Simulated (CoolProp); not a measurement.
Vapour-liquid equilibrium of R22 (1) + R152A (2) at 271.5 K; x and y are mole fractions of (1).

Values from CoolProp's multi-fluid Helmholtz-energy mixture model, Kamei 1995 and Outcalt 1996; pair parameters Bell 2016.

```json
[
 {"x": "0.05", "bubble pressure, mixture model (MPa)": "0.2569", "bubble pressure, Raoult's law (MPa)": "0.2599", "y, mixture model": "0.078", "y, Raoult's law": "0.091"},
 {"x": "0.125", "bubble pressure, mixture model (MPa)": "…", "bubble pressure, Raoult's law (MPa)": "0.2766", "y, mixture model": "0.188", "y, Raoult's law": "0.213"},
 {"x": "0.2", "bubble pressure, mixture model (MPa)": "0.2828", "bubble pressure, Raoult's law (MPa)": "0.2933", "y, mixture model": "0.290", "y, Raoult's law": "0.322"},
 {"x": "0.275", "bubble pressure, mixture model (MPa)": "0.2967", "bubble pressure, Raoult's law (MPa)": "0.3101", "y, mixture model": "0.386", "y, Raoult's law": "0.418"},
 {"x": "0.35", "bubble pressure, mixture model (MPa)": "0.3114", "bubble pressure, Raoult's law (MPa)": "0.3268", "y, mixture model": "0.476", "y, Raoult's law": "0.505"},
 {"x": "0.425", "bubble pressure, mixture model (MPa)": "0.3268", "bubble pressure, Raoult's law (MPa)": "0.3435", "y, mixture model": "0.559", "y, Raoult's law": "0.584"},
 {"x": "0.5", "bubble pressure, mixture model (MPa)": "…", "bubble pressure, Raoult's law (MPa)": "0.3602", "y, mixture model": "0.637", "y, Raoult's law": "0.655"},
 {"x": "0.575", "bubble pressure, mixture model (MPa)": "0.3603", "bubble pressure, Raoult's law (MPa)": "0.3770", "y, mixture model": "0.708", "y, Raoult's law": "0.720"},
 {"x": "0.65", "bubble pressure, mixture model (MPa)": "0.3784", "bubble pressure, Raoult's law (MPa)": "0.3937", "y, mixture model": "0.773", "y, Raoult's law": "0.779"},
 {"x": "0.725", "bubble pressure, mixture model (MPa)": "0.3973", "bubble pressure, Raoult's law (MPa)": "0.4104", "y, mixture model": "0.832", "y, Raoult's law": "0.833"},
 {"x": "0.8", "bubble pressure, mixture model (MPa)": "…", "bubble pressure, Raoult's law (MPa)": "0.4272", "y, mixture model": "0.886", "y, Raoult's law": "0.884"},
 {"x": "0.875", "bubble pressure, mixture model (MPa)": "0.4371", "bubble pressure, Raoult's law (MPa)": "0.4439", "y, mixture model": "0.933", "y, Raoult's law": "0.930"},
 {"x": "0.95", "bubble pressure, mixture model (MPa)": "0.4578", "bubble pressure, Raoult's law (MPa)": "0.4606", "y, mixture model": "…", "y, Raoult's law": "0.973"}
]
```

**Question.** Some entries are withheld; supply them.

**Answer.** 
- 0.125, bubble pressure, mixture model (MPa): 0.2696
- 0.5, bubble pressure, mixture model (MPa): 0.3431
- 0.8, bubble pressure, mixture model (MPa): 0.4169
- 0.95, y, mixture model: 0.975

The largest gap from Raoult's law is -4.9 % in bubble pressure, at x = 0.425. No azeotrope shows between x = 0.05 and 0.95.

The pair parameters rest on a limited set of measurements; away from them the model extrapolates.
